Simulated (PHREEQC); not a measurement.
Model water analysis in mg/kgw, 25 °C, pH 2.57, pe 11.2:

```
constituent  mg/kgw
-----------  ------
Na             95.6
K              24.1
Ca             9.18
Mg             38.6
Cl             66.5
S(6) as SO4     567
Zn             6.74
Fe(3)          1.86
```

Cl is adjusted to close the charge balance.
Valence states are taken as typed.

Computed with PHREEQC (ion-association model, phreeqc.dat).

The ionic strength is 0.0164 mol/kgw. The specific conductance is 2010 µS/cm and the total alkalinity is -3.87 meq/kg.

```
species  molality  activity   log γ
-------  --------  --------  ------
SO4-2     0.00447   0.00271  -0.217
Na+       0.00410   0.00362  -0.054
H+        0.00300   0.00269  -0.047
Mg+2      0.00114  0.000705  -0.209
HSO4-    0.000807  0.000710  -0.055
Cl-      0.000716  0.000629  -0.056
K+       0.000605  0.000531  -0.057
MgSO4    0.000447  0.000449   0.002
Ca+2     0.000176  0.000108  -0.213
Zn+2      7.36e-5   4.48e-5  -0.216
NaSO4-    5.57e-5   4.92e-5  -0.053
CaSO4     5.18e-5   5.20e-5   0.002
ZnSO4     2.84e-5   2.85e-5   0.002
FeSO4+    2.61e-5   2.30e-5  -0.054
```

No solid was allowed to form. The solution is supersaturated, for example in Hematite (slow to form), Goethite (slow to form), so a real one may precipitate; this is no full list.
